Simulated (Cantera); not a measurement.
TiCl4 + CH4 + H2 (titanium nitride, carbide and oxide coatings)

Input: 1 mol TiCl4, 3.9 mol CH4, 1.9 mol H2, equilibrated at 100000 Pa.

These are equilibrium values from Cantera (NASA tables, ideal gas, pure condensed phases), not measurements of a reactor. Candidate condensed phases: C, C6H6, C7H8, C8H18, Ti, TiC, TiCl2, TiCl3, TiCl4; 96 gas species. The tables' values for TiCl2 are old estimates; treat these amounts as uncertain. TiC: taken at fixed stoichiometry. Kinetics and transport are ignored.

```json
[
 {"T (K)": "1375", "x H2": "0.735", "x HCl": "0.229", "x TiCl4": "0.0227", "x TiCl3": "0.0109", "x H": "2.94e-6", "n C(graphite)": "3.25", "n TiC(s)": "0.618"},
 {"T (K)": "1475", "x H2": "0.712", "x HCl": "0.263", "x TiCl4": "0.0130", "x TiCl3": "0.0113", "x H": "1.09e-5", "n C(graphite)": "3.16", "n TiC(s)": "0.720"},
 {"T (K)": "1575", "x H2": "0.695", "x HCl": "0.287", "x TiCl4": "0.00702", "x TiCl3": "0.0106", "x H": "3.46e-5", "n C(graphite)": "3.09", "n TiC(s)": "0.797"},
 {"T (K)": "1675", "x H2": "0.684", "x HCl": "0.302", "x TiCl4": "0.00368", "x TiCl3": "0.00918", "x H": "9.60e-5", "n C(graphite)": "3.04", "n TiC(s)": "0.850"},
 {"T (K)": "1775", "x H2": "0.677", "x HCl": "0.313", "x TiCl4": "0.00195", "x TiCl3": "0.00771", "x H": "0.000238", "n C(graphite)": "3.01", "n TiC(s)": "0.886"},
 {"T (K)": "1875", "x H2": "0.672", "x HCl": "0.319", "x TiCl4": "0.00106", "x TiCl3": "0.00640", "x H": "0.000537", "n C(graphite)": "2.98", "n TiC(s)": "0.910"},
 {"T (K)": "1975", "x H2": "0.668", "x HCl": "0.323", "x TiCl4": "0.000597", "x TiCl3": "0.00531", "x H": "0.00112", "n C(graphite)": "2.96", "n TiC(s)": "0.926"},
 {"T (K)": "2075", "x H2": "0.665", "x HCl": "0.326", "x TiCl4": "0.000350", "x TiCl3": "0.00442", "x H": "0.00217", "n C(graphite)": "2.94", "n TiC(s)": "0.937"},
 {"T (K)": "2175", "x H2": "0.662", "x HCl": "0.327", "x TiCl4": "0.000212", "x TiCl3": "0.00370", "x H": "0.00397", "n C(graphite)": "2.92", "n TiC(s)": "0.944"}
]
```
x: gas mole fraction; n: condensed amount in mol.

From 1375 K to 2175 K the condensed part is C(graphite) + TiC(s). The main Ti-bearing gas is TiCl4 at 1375 K and TiCl3 at 2175 K. The share of Ti in condensed phases is highest at 2175 K (94.4 %) and lowest at 1375 K (61.8 %).
